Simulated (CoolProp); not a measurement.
n-pentane along the isotherm 255.95 °C: Z from the reference equation and from simpler models built on Tc = 196.5 °C, pc = 33.68 bar, ω = 0.251; each cubic takes its own stable root.

Values from CoolProp's reference Helmholtz-energy equation of state, Thol 2019.

| p (bar) | phase | reference | van der Waals | Redlich-Kwong | Soave-Redlich-Kwong | Peng-Robinson |
|---|---|---|---|---|---|---|
| 25.9 | gas | 0.8071 | 0.7997 | 0.7945 | 0.8118 | 0.7892 |
| 51.8 | supercritical | 0.5632 | 0.4916 | 0.5379 | 0.5978 | 0.5653 |
| 77.7 | supercritical | 0.4458 | 0.5071 | 0.4742 | 0.5187 | 0.4817 |
| 104 | supercritical | 0.4921 | 0.6064 | 0.5324 | 0.5637 | 0.5175 |
| 130 | supercritical | 0.5620 | 0.7109 | 0.6051 | 0.6314 | 0.5763 |
| 155 | supercritical | 0.6339 | 0.8117 | 0.6777 | 0.7014 | 0.6384 |
| 181 | supercritical | 0.7096 | 0.9159 | 0.7535 | 0.7756 | 0.7044 |
| 207 | supercritical | 0.7852 | 1.019 | 0.8288 | 0.8498 | 0.7708 |
| 233 | supercritical | 0.8603 | 1.121 | 0.9035 | 0.9236 | 0.8369 |
| 259 | supercritical | 0.9348 | 1.222 | 0.9773 | 0.9968 | 0.9026 |
| 285 | supercritical | 1.008 | 1.322 | 1.050 | 1.069 | 0.9679 |
| 311 | supercritical | 1.082 | 1.422 | 1.123 | 1.141 | 1.033 |
| 337 | supercritical | 1.154 | 1.520 | 1.195 | 1.213 | 1.097 |
